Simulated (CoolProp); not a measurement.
Vapour-liquid equilibrium of CHF3 (R23) (1) + propylene (2) at 0.8 MPa; x and y are mole fractions of (1).

Values from CoolProp's multi-fluid Helmholtz-energy mixture model, Penoncello 2003 and Lemmon 2013; pair parameters Bell 2016.

| x | bubble temperature (°C) | y at the bubble point | dew temperature at overall composition x (°C) | liquid density (mol/L) |
|---|---|---|---|---|
| 0.05 | 0.4 | 0.261 | 9.1 | 13.02 |
| 0.15 | -13.7 | 0.545 | 5.1 | 13.70 |
| 0.25 | -21.7 | 0.675 | 0.9 | 14.20 |
| 0.35 | -26.5 | 0.744 | -3.6 | 14.62 |
| 0.45 | -29.4 | 0.786 | -8.5 | 15.00 |
| 0.55 | -31.4 | 0.817 | -14.0 | 15.39 |
| 0.65 | -32.9 | 0.844 | -20.1 | 15.82 |
| 0.75 | -34.2 | 0.873 | -26.9 | 16.31 |
| 0.85 | -35.3 | 0.910 | -33.2 | 16.87 |
| 0.95 | -36.3 | 0.962 | -36.1 | 17.54 |

No azeotrope shows between x = 0.05 and 0.95.

Pair parameters are fitted to limited data, so mixtures are less certain than the pure fluids. With so large a gap from Raoult's law the liquid may split in two, which this calculation doesn't test in full.
